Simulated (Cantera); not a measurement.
Charge: 1 mol Si, 1.1 mol HCl, 7.6 mol H2, equilibrated at 1125 °C and 120000 Pa.

Cantera equilibrium calculation (NASA polynomials, part measured and part estimated; ideal gas, pure solids and liquids). Candidate condensed phases: Si; 19 gas species. The tables' values for SiCl3 are old estimates; treat these amounts as uncertain. Kinetics and transport are ignored.

Base state: H2 0.917, HCl 0.0575, SiCl2 0.0106, SiHCl3 0.00560, SiCl4 0.00500, SiCl3 0.00353, SiH2Cl2 0.000942, SiH3Cl 4.55e-5 (mole fractions); condensed: Si(s).

### Question
What changes in the equilibrium state with this change: temperature from 1125 °C to 1327 °C?

### Answer
```csv
species,before,after
H2,0.917,0.903
HCl,0.0575,0.0727
SiCl2,0.0106,0.0202
H,4.14e-6,4.72e-5
SiCl4,0.00500,0.000651
SiHCl3,0.00560,0.00117
"Si(s), mol",0.779,0.786
```
